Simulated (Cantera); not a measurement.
Cantera run:

```python
import numpy as np
import cantera as ct

gas_names = """
    Fe FeO Fe(OH)2 H HNO HNO2 HNO3 HO2 H2 H2O H2O2 N NH NH2 NH3 NH2OH NO NO2 NO3 N2 N2H2 N2H4 N2O O OH
    O2 O3
""".split()
cond_names = """
    Fe(a) Fe(c) Fe(d) Fe(L) FeO(s) FeO(L) Fe(OH)2(s) Fe(OH)3(s) Fe2O3(s) Fe3O4(s) H2O(s) H2O(L)
""".split()


# ... load() reads the species with a 1 bar reference pressure and builds the phases ...
atoms = {
    'Fe': {'Fe': 1},
    'H2O': {'H': 2, 'O': 1},
    'N2': {'N': 2},
}
top_T = {'Fe2O3(s)': 1830, 'Fe3O4(s)': 1870}  # K; cautious upper limits of use, not melting points


# ... equilibrate(T, P, feed) seeds the gas with the atoms and calls Mixture.equilibrate('TP', solver="vcs", rtol=1e-11, max_steps=5000) ...
results = []
feed = {'Fe': 1, 'H2O': 0.79, 'N2': 63}  # mol
P = 2000000  # Pa
for T in [1648, 1673, 1698, 1723, 1748, 1773, 1798, 1823, 1848, 1873, 1898, 1923]:
    mix = equilibrate(T, P, feed)
    results.append((T, P, feed, dict(zip(mix.species_names, mix.species_moles))))

top = {s: max(r[3][s] / sum(r[3][g] for g in gas_names) for r in results) for s in gas_names}
cols = sorted((s for s in top if top[s] > 1e-06), key=lambda s: -top[s])[:7]
seen = [c for c in cond_names if any(r[3].get(c, 0) > 1e-12 for r in results)]
print("log10 of partial pressures in bar; condensed amounts in mol")
print(f"{'T/K':>10s}" + "".join(f"{s[:9]:>10s}" for s in cols + seen))
for T, P, feed, n in results:
    ng = sum(n[g] for g in gas_names)
    print(f"{T:10.4g}" + "".join(f"{np.log10(max(n[s] / ng * P / 1e5, 1e-99)):10.3f}" for s in cols)
          + "".join(f"{n.get(c, 0):10.4g}" for c in seen))
```

Result:

```
log10 of partial pressures in bar; condensed amounts in mol
       T/K        N2        H2       H2O         H        Fe   Fe(OH)2     Fe(c)     Fe(d)     Fe(L)    FeO(s)    FeO(L)
      1648     1.296    -0.775    -1.098    -4.438    -5.584    -5.348    0.4645         0         0    0.5355         0
      1673     1.296    -0.774    -1.100    -4.331    -5.397    -5.276         0    0.4635         0         0    0.5364
      1698     1.296    -0.773    -1.102    -4.226    -5.215    -5.208         0    0.4623         0         0    0.5377
      1723     1.296    -0.772    -1.104    -4.125    -5.040    -5.142         0     0.461         0         0    0.5389
      1748     1.296    -0.771    -1.106    -4.027    -4.869    -5.078         0    0.4597         0         0    0.5402
      1773     1.296    -0.770    -1.108    -3.931    -4.704    -5.016         0    0.4584         0         0    0.5415
      1798     1.296    -0.769    -1.111    -3.838    -4.543    -4.956         0    0.4571         0         0    0.5427
      1823     1.296    -0.769    -1.111    -3.748    -4.390    -4.896         0         0     0.457         0    0.5428
      1848     1.296    -0.770    -1.109    -3.661    -4.244    -4.836         0         0    0.4578         0     0.542
      1873     1.296    -0.771    -1.108    -3.576    -4.102    -4.777         0         0    0.4585         0    0.5412
      1898     1.296    -0.771    -1.107    -3.493    -3.964    -4.721         0         0    0.4592         0    0.5404
      1923     1.296    -0.772    -1.106    -3.412    -3.830    -4.666         0         0    0.4598         0    0.5397
```

Method: chemical equilibrium by Gibbs-energy minimisation in Cantera with the NASA 1993 tables (ideal gas, pure condensed phases). Each liquid is taken as pure. Mutual solubility and eutectic melting of coexisting phases are not modelled. The tables' stoichiometric FeO is somewhat more stable than real wüstite, so its field is too wide. FeO: taken at fixed stoichiometry.
